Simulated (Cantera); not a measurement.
Input: 1 mol toluene, 0.015 mol NH3, equilibrated at 2875 K and 1.60 mbar.

These are equilibrium values from Cantera (NASA tables, ideal gas, pure condensed phases), not measurements of a reactor. Candidate condensed phases: C, C6H6, C7H8, C8H18; 92 gas species. The numbers say what is thermodynamically allowed, not how fast it happens.

Base state: H 0.828, H2 0.0980, C3 0.0484, C 0.00915, C2H 0.00502, C2 0.00480, C2H2 (acetylene) 0.00417, HCN 0.000758 (mole fractions); condensed: C(graphite).

What changes in the equilibrium state with this change: temperature from 2875 K to 1098.15 K?


```tsv
species	before	after
H2	0.0980	0.998
N2	0.000230	0.00186
CH4	1.38e-9	5.82e-5
H	0.828	6.20e-7
C3	0.0484	<1e-9
C	0.00915	<1e-9
C2H	0.00502	<1e-9
C2	0.00480	<1e-9
C5	0.000597	<1e-9
C(graphite), mol	5.55	7.00
```
